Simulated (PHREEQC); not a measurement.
Consider water at 25 °C with 0.011 mol/kgw HF and 0.0093 mol/kgw CsF. Closed to the air; pH follows from the charge balance.

The numbers come from PHREEQC with the ion-association model, wateq4f.dat.

```csv
quantity,before,after
pH,3.14,3.31
ionic strength (mol/kgw),0.0101,0.0120
F- (mol/kgw),0.00973,0.0117
HF (mol/kgw),0.00940,0.00762
HF2- (mol/kgw),0.000352,0.000342
```

**Question.** What was changed between the two runs?
(A) HF left out
(B) HF from 0.011 to 0.0165 mol/kgw
(C) 0.0022 mol/kgw NaHCO3 added
(D) CsF replaced by Cs2SO4 at the same molality

**Answer.** C, 0.0022 mol/kgw NaHCO3 added

No solid was allowed to form.
